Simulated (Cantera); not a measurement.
# NO annealing gas

An isothermal, constant-pressure homogeneous reactor starts with 20.8 % NO, 79.2 % N2, at 1825 K and 100000 Pa.

Detailed kinetics in Cantera: GRI-Mech 3.0 (53 species, 325 reactions).

```tsv
t (s)	x NO	x N2	x O2	x NO2	x N2O
2.00e-5	0.208	0.792	2.72e-10	5.11e-8	2.49e-7
0.000100	0.208	0.792	4.76e-9	7.46e-7	1.22e-6
0.000503	0.208	0.792	9.26e-8	5.77e-6	5.36e-6
0.00252	0.208	0.792	5.45e-6	3.33e-5	1.53e-5
0.0126	0.208	0.792	0.000127	5.54e-5	1.87e-5
0.0634	0.207	0.793	0.000807	6.14e-5	1.84e-5
0.318	0.200	0.796	0.00416	8.35e-5	1.72e-5
1.60	0.170	0.811	0.0191	0.000127	1.23e-5
8.00	0.0860	0.853	0.0610	0.000111	3.23e-6
```
x: mole fraction; the columns are a selection and need not sum to one.

Equilibrium at this temperature and pressure: NO 0.00338, N2 0.894, O2 0.102, NO2 5.61e-6, N2O 2.06e-7 (gas phase only).
